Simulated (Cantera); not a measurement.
Charge: 1 mol SiC, 0.21 mol C, 0.059 mol H2, equilibrated at 2248.15 K and 10000 Pa.

Equilibrium computed with Cantera from the NASA thermochemical tables; the gas is ideal and each condensed phase is pure. Candidate condensed phases: C, C6H6, C7H8, C8H18, Si, SiC; 87 gas species. Gases not in the tables: Si2H6 and higher silanes. Kinetics and transport are ignored.

Base state: H2 0.973, H 0.0229, C2H2 (acetylene) 0.00323, Si 0.000721, SiH 9.08e-5, SiC2 8.29e-5, Si2C 4.97e-5, SiH2 4.48e-5 (mole fractions); condensed: C(graphite) + SiC(s).

**Question.** What changes in the equilibrium state with this change: temperature from 2248.15 K to 2898 K?

**Answer.** 
| species | before | after |
|---|---|---|
| Si | 0.000721 | 0.330 |
| SiC2 | 8.29e-5 | 0.227 |
| H2 | 0.973 | 0.160 |
| Si2C | 4.97e-5 | 0.112 |
| H | 0.0229 | 0.145 |
| C2 | 5.52e-9 | 0.000101 |
| Si3 | 3.72e-8 | 0.000628 |
| C3 | 6.27e-8 | 0.00101 |
| C5 | <1e-9 | 1.34e-5 |
| SiC | 7.92e-8 | 0.000855 |
| C(graphite), mol | 0.210 | 0.263 |
| SiC(s), mol | 1.000 | 0.805 |
